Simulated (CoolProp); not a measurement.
The fluid at 267.15 K and 4.35 MPa flows at 2.9 m/s in a round tube of 4.6 mm bore and 45 µm roughness, fully developed (64/Re and Nu = 3.66 if laminar; Colebrook and Gnielinski if turbulent). The same conditions are run with several fluids, on thermodynamics alone (safety and materials aside).

Values from CoolProp's reference Helmholtz-energy equation of state of each fluid (ethylbenzene: Zhou 2012; isobutane: Bücker 2006; ethanol: Schroeder 2014; R124: de Vries 1995; carbon dioxide: Span 1996).

Q: Rank ethylbenzene, isobutane, ethanol, R124, carbon dioxide by Reynolds number, highest first.

A: carbon dioxide (113000), R124 (50200), isobutane (35200), ethylbenzene (12700), ethanol (5100)

| fluid | Darcy friction factor | pressure drop (Pa/m) | heat-transfer coefficient (W/(m² K)) | mass flow (kg/h) |
|---|---|---|---|---|
| ethylbenzene | 0.0419 | 34200 | 4370 | 155 |
| isobutane | 0.0393 | 21300 | 6890 | 103 |
| ethanol | 0.0469 | 34900 | 2790 | 141 |
| R124 | 0.0388 | 52100 | 7920 | 255 |
| carbon dioxide | 0.0382 | 33900 | 19000 | 169 |

Transport values come from each fluid's own correlations; those of ethylbenzene, R124 are estimates that may be off by 10 % or more.
